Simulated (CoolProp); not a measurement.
Saturation properties of ethane.

Values from CoolProp's reference Helmholtz-energy equation of state, Bücker 2006.

```tsv
T (K)	p (kPa)	liquid density (kg/m³)	vapour density (kg/m³)	liquid cp (kJ/(kg K))
235.3	833.6	473.0	15.04	2.791
237.8	902.7	468.9	16.28	2.820
240.4	978.8	464.6	17.65	2.852
243	1060	460.3	19.12	2.887
245.5	1142	456.0	20.62	2.923
248.1	1232	451.4	22.30	2.963
250.6	1323	447.0	24.01	3.004
253.2	1424	442.2	25.92	3.051
255.7	1525	437.5	27.88	3.100
258.3	1636	432.4	30.07	3.155
260.9	1753	427.3	32.41	3.216
263.4	1871	422.1	34.82	3.281
266	2000	416.6	37.52	3.356
```

It boils at 184.6 K under 1 atm.
